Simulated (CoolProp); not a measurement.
CF4 (R14) along the isotherm 142.9 K: Z from the reference equation and from simpler models built on Tc = 227.4 K, pc = 37.62 bar, ω = 0.178; each cubic takes its own stable root.

The numbers come from the reference Helmholtz-energy equation of state, Platzer 1990 in CoolProp. This equation is an older, rougher fit; its heat capacities, sound speeds and derivatives of the liquid may be far off and weren't checked against measurements.

| p (bar) | phase | reference | Redlich-Kwong | Peng-Robinson |
|---|---|---|---|---|
| 6.27 | liquid | 0.02872 | 0.02986 | 0.02591 |
| 12.5 | liquid | 0.05718 | 0.05939 | 0.05157 |
| 18.8 | liquid | 0.08588 | 0.08911 | 0.07744 |
| 25.1 | liquid | 0.1145 | 0.1187 | 0.1032 |
| 31.4 | liquid | 0.1431 | 0.1481 | 0.1289 |
| 37.6 | liquid | 0.1711 | 0.1770 | 0.1541 |
| 43.9 | liquid | 0.1995 | 0.2062 | 0.1797 |
| 50.2 | liquid | 0.2278 | 0.2353 | 0.2052 |
| 56.4 | liquid | 0.2556 | 0.2639 | 0.2302 |
| 62.7 | liquid | 0.2838 | 0.2927 | 0.2555 |
| 69 | liquid | 0.3120 | 0.3215 | 0.2808 |
| 75.2 | liquid | 0.3396 | 0.3497 | 0.3056 |
| 81.5 | liquid | 0.3676 | 0.3783 | 0.3307 |
| 87.8 | liquid | 0.3956 | 0.4068 | 0.3558 |
| 94.1 | liquid | 0.4234 | 0.4352 | 0.3809 |
